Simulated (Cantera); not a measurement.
Input: 1 mol PH3, 0.31 mol H2, at 0.220 bar.

Cantera equilibrium calculation (NASA polynomials, part measured and part estimated; ideal gas, pure solids and liquids). Candidate condensed phases: P; 7 gas species. Kinetics and transport are ignored.

x: gas mole fraction; nothing condenses.

| T (K) | x H2 | x P2 | x P4 | x PH3 | x H | x PH |
|---|---|---|---|---|---|---|
| 1098 | 0.867 | 0.0251 | 0.107 | 0.000163 | 4.91e-8 | 2.78e-8 |
| 1148 | 0.861 | 0.0409 | 0.0984 | 0.000145 | 1.42e-7 | 7.69e-8 |
| 1198 | 0.851 | … | … | … | … | … |
| 1248 | 0.840 | 0.0885 | 0.0717 | 0.000112 | 9.12e-7 | 4.40e-7 |
| 1298 | 0.827 | 0.117 | 0.0555 | 9.61e-5 | 2.08e-6 | 9.21e-7 |
| 1348 | 0.815 | … | … | … | … | … |
| 1398 | 0.804 | 0.169 | 0.0266 | 6.84e-5 | 9.05e-6 | 3.21e-6 |
| 1448 | 0.797 | 0.186 | 0.0168 | 5.72e-5 | 1.75e-5 | 5.45e-6 |

Question: Complete the blanks.

Answer: 
- 1198, x P2: 0.0622
- 1198, x P4: 0.0864
- 1198, x PH3: 0.000128
- 1198, x H: 3.74e-7
- 1198, x PH: 1.93e-7
- 1348, x P2: 0.145
- 1348, x P4: 0.0398
- 1348, x PH3: 8.15e-5
- 1348, x H: 4.45e-6
- 1348, x PH: 1.78e-6
